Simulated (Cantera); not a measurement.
A closed system holds: 1 mol Al(CH3)3, 0.78 mol N2, held at 0.00320 bar.

Method: chemical equilibrium by Gibbs-energy minimisation in Cantera with the NASA 1993 tables (ideal gas, pure condensed phases). Candidate condensed phases: Al, AlN, C, C6H6, C7H8, C8H18; 97 gas species. The feed counts by its element totals alone. Equilibrium is a limit: real reactors are often held back by kinetics, nucleation or transport.

Over these rows the condensed part is AlN(s) + C(graphite). Partial pressures as log10 of bar:

```csv
T (K),1000/T (1/K),log p CH4,log p H2,log p N2
1000,1.0000,-6.06,-2.52,-3.73
1075,0.9302,-6.39,-2.52,-3.73
1150,0.8696,-6.67,-2.52,-3.73
1225,0.8163,-6.92,-2.52,-3.73
1300,0.7692,?,-2.52,-3.73
1375,0.7273,-7.35,-2.52,-3.73
```

Question: Fit log p(CH4) = a + b·(1000/T) to the five rows, give the apparent enthalpy, and predict the row at 1300 K.

Answer: Means: 1000/T = 0.8687, log p = -6.678. Sxy = 0.206564, Sxx = 0.0437625, so b = 4.72 and a = -6.678 − (4.72)×0.8687 = -10.78.
Apparent enthalpy: −19.145 × (4.72) = -90 kJ/mol. With the condensed phases at unit activity, C(graphite) + 2 H2(g) = CH4(g) links this pressure to the main gases: over the six rows their terms move log p by +0.00 in all, so the slope is close to that reaction's ΔH°. The five rows lie within 0.01 of the line.
Prediction at 1300 K: -10.78 + (4.72)×0.7692 = -7.15. The computed value is -7.15, 0.00 from the line.
